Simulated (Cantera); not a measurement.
Cantera run, input and output.

```python
import numpy as np
import cantera as ct

gas = ct.Solution("h2o2.yaml")
gas.TPX = 475, 30000, {'H2': 1, 'O2': 0.417, 'N2': 1.57}
flame = ct.FreeFlame(gas, width=0.093)
flame.set_refine_criteria(ratio=3, slope=0.08, curve=0.16)
flame.transport_model = "mixture-averaged"
flame.solve(loglevel=0, auto=True)
flame.transport_model = "multicomponent"
flame.soret_enabled = True
flame.solve(loglevel=0, refine_grid=True)
z, T = flame.grid, flame.T
thick = (T[-1] - T[0]) / np.gradient(T, z).max()
show = ['H2', 'O2', 'OH', 'H', 'H2O2', 'HO2']
print(f"laminar burning velocity  {flame.velocity[0] * 100:.3f} cm/s")
print(f"burnt temperature         {T[-1]:.1f} K")
print(f"thermal thickness         {thick * 1e3:.4f} mm")
print(f"grid points               {len(z)}")
z0 = z[flame.heat_release_rate.argmax()]
print(f"{'z/mm':>9s}{'T/K':>9s}{'u/(m/s)':>9s}" + "".join(f"{s:>11s}" for s in show))
rows = []
for k in (-3, -2, -1.5, -1, -0.5, -0.25, 0, 0.25, 0.5, 1, 2, 4, 8):
    zz = z0 + k * thick
    rows.append([k * thick, np.interp(zz, z, T), np.interp(zz, z, flame.velocity),
                 *(np.interp(zz, z, flame.X[gas.species_index(s)]) for s in show)])
    print(f"{rows[-1][0] * 1e3:9.3f}{rows[-1][1]:9.1f}{rows[-1][2]:9.3f}" + "".join(f"{x:11.3e}" for x in rows[-1][3:]))
```

Result:

```
laminar burning velocity  460.230 cm/s
burnt temperature         2430.5 K
thermal thickness         2.0315 mm
grid points               138
     z/mm      T/K  u/(m/s)         H2         O2         OH          H       H2O2        HO2
   -6.094    475.0    4.602  3.348e-01  1.396e-01  4.819e-19  2.556e-18 -8.543e-18  1.474e-15
   -4.063    475.0    4.602  3.348e-01  1.396e-01  2.138e-16  2.263e-15  1.554e-15  1.239e-12
   -3.047    475.0    4.602  3.348e-01  1.396e-01  1.245e-14  6.068e-13  1.189e-13  8.791e-11
   -2.031    475.0    4.602  3.348e-01  1.396e-01  6.560e-12  1.800e-09  9.860e-11  5.401e-08
   -1.016    481.3    4.630  3.293e-01  1.405e-01  2.025e-05  5.658e-05  2.109e-06  1.034e-04
   -0.508    676.1    6.318  2.931e-01  1.374e-01  6.206e-04  6.366e-03  1.166e-05  9.197e-05
    0.000   1137.9   10.331  1.703e-01  8.963e-02  2.989e-03  5.460e-02  1.385e-06  3.051e-05
    0.508   1438.3   12.967  7.607e-02  2.863e-02  8.109e-03  8.618e-02  1.318e-06  8.853e-06
    1.016   1564.3   14.020  6.741e-02  1.915e-02  1.050e-02  8.109e-02  9.395e-07  5.278e-06
    2.031   1706.6   15.163  6.996e-02  1.595e-02  1.275e-02  6.786e-02  5.366e-07  3.763e-06
    4.063   1860.5   16.355  7.207e-02  1.299e-02  1.451e-02  5.342e-02  2.790e-07  2.646e-06
    8.126   2015.8   17.514  7.232e-02  9.869e-03  1.525e-02  3.969e-02  1.490e-07  1.792e-06
   16.252   2160.3   18.557  7.088e-02  6.866e-03  1.459e-02  2.789e-02  8.873e-08  1.196e-06
```

Detailed kinetics in Cantera: the H2/O2 subset of GRI-Mech 3.0, which has no nitrogen chemistry. Burning velocities carry a grid error of a few per cent, more on coarse grids.
